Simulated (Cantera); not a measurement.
Charge: 1 mol n-butane, 2.8 mol CO₂, 0.24 mol N₂, held at 19000 Pa.

Equilibrium computed with Cantera from the NASA thermochemical tables; the gas is ideal and each condensed phase is pure. Candidate condensed phases: C, C₆H₆, C₇H₈, C₈H₁₈, H₂O; 136 gas species. Rates play no part. All values below are at 2298 K.

Base state: CO 0.513, H₂ 0.446, N₂ 0.0199, H 0.0147, HCN 0.00385, C₂H₂ (acetylene) 0.00191, HNC 0.000350 (mole fractions); condensed: C(graphite).

**Question.** What changes in the equilibrium state with this change: n-butane replaced by toluene?

**Answer.** 
```json
[
 {"species": "CO", "before": "0.513", "after": "0.565"},
 {"species": "H₂", "before": "0.446", "after": "0.393"},
 {"species": "N₂", "before": "0.0199", "after": "0.0221"},
 {"species": "H", "before": "0.0147", "after": "0.0138"},
 {"species": "C₂H₂ (acetylene)", "before": "0.00191", "after": "0.00168"},
 {"species": "HNC", "before": "0.000350", "after": "0.000346"},
 {"species": "HCN", "before": "0.00385", "after": "0.00381"},
 {"species": "C(graphite), mol", "before": "1.11", "after": "4.13"}
]
```
